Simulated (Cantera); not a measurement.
A perfectly stirred reactor is fed with C2H6 : N2 = 1 : 91 (molar parts), at 20.0 Pa; it is held at 1800 K, and followed from long to short residence time.

Computed with Cantera and GRI-Mech 3.0 (53 species, 325 reactions). GRI-Mech 3.0 stops at C3 and has no aromatics, soot or wall deposition, so with more carbon than oxygen in the feed, carbon stays in small species such as C2H2 where larger ones or solid carbon would form. Radical loss at walls, strong at low pressure, is not modelled.

Problem. What does this change do: temperature 1800 to 1250 K?

Solution. 
| quantity | before | after |
|---|---|---|
| x(C2H6) at τ = 21.0 s | 6.89e-6 | 0.00149 |
| x(H) at τ = 21.0 s | 0.000581 | 3.29e-5 |
| x(H2) at τ = 21.0 s | 0.0196 | 0.00983 |
| x(CH2) at τ = 21.0 s | 8.12e-6 | 2.35e-7 |
| x(CH4) at τ = 21.0 s | 0.000612 | 0.00291 |
| x(C2H6) at τ = 81.0 ms | 0.00133 | 0.0109 |
| x(H) at τ = 81.0 ms | 0.00103 | 3.97e-7 |
| x(H2) at τ = 81.0 ms | 0.00781 | 2.85e-6 |
| x(CH2) at τ = 81.0 ms | 5.58e-5 | 1.03e-9 |
| x(CH4) at τ = 81.0 ms | 0.00114 | 1.08e-6 |

Problem. What does this change do: 2.7 parts H2O added?

Solution. 
```tsv
quantity	before	after
x(C2H6) at τ = 21.0 s	6.89e-6	6.21e-6
x(H) at τ = 21.0 s	0.000581	0.000531
x(H2) at τ = 21.0 s	0.0196	0.0267
x(CH2) at τ = 21.0 s	8.12e-6	6.72e-6
x(CH4) at τ = 21.0 s	0.000612	0.000997
x(C2H6) at τ = 81.0 ms	0.00133	0.00120
x(H) at τ = 81.0 ms	0.00103	0.000986
x(H2) at τ = 81.0 ms	0.00781	0.00836
x(CH2) at τ = 81.0 ms	5.58e-5	6.33e-5
x(CH4) at τ = 81.0 ms	0.00114	0.00131
```
